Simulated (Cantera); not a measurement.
# Low-pressure radical oxidation in H2/O2

A perfectly stirred reactor is fed with 0.498 % H2, 99.5 % O2, equivalence ratio 0.0025, at 1800 Pa; it is held at 1148 K, and followed from long to short residence time.

Computed with Cantera and the H2/O2 subset of GRI-Mech 3.0, which has no nitrogen chemistry. Radical loss at walls, strong at low pressure, is not modelled.

```json
[
 {"τ (s)": "0.71", "x H2": "4.36e-5", "x O2": "0.994", "x H": "2.02e-5", "x OH": "0.000200", "x H2O2": "1.39e-8", "x H2O": "0.00483"},
 {"τ (s)": "0.43", "x H2": "5.85e-5", "x O2": "0.993", "x H": "3.01e-5", "x OH": "0.000234", "x H2O2": "1.54e-8", "x H2O": "0.00479"},
 {"τ (s)": "0.25", "x H2": "8.15e-5", "x O2": "0.993", "x H": "4.48e-5", "x OH": "0.000276", "x H2O2": "1.74e-8", "x H2O": "0.00474"},
 {"τ (s)": "0.15", "x H2": "0.000113", "x O2": "0.993", "x H": "6.29e-5", "x OH": "0.000322", "x H2O2": "1.99e-8", "x H2O": "0.00468"},
 {"τ (s)": "0.090", "x H2": "0.000160", "x O2": "0.992", "x H": "8.52e-5", "x OH": "0.000375", "x H2O2": "2.31e-8", "x H2O": "0.00459"},
 {"τ (s)": "0.054", "x H2": "0.000230", "x O2": "0.992", "x H": "0.000111", "x OH": "0.000436", "x H2O2": "2.76e-8", "x H2O": "0.00447"},
 {"τ (s)": "0.032", "x H2": "0.000339", "x O2": "0.992", "x H": "0.000140", "x OH": "0.000507", "x H2O2": "3.37e-8", "x H2O": "0.00431"},
 {"τ (s)": "0.019", "x H2": "0.000505", "x O2": "0.992", "x H": "0.000168", "x OH": "0.000587", "x H2O2": "4.16e-8", "x H2O": "0.00409"},
 {"τ (s)": "0.011", "x H2": "0.000770", "x O2": "0.992", "x H": "0.000192", "x OH": "0.000672", "x H2O2": "5.16e-8", "x H2O": "0.00377"},
 {"τ (s)": "0.0069", "x H2": "0.00111", "x O2": "0.992", "x H": "0.000203", "x OH": "0.000736", "x H2O2": "6.04e-8", "x H2O": "0.00340"}
]
```
x: mole fraction; the columns are a selection and need not sum to one.
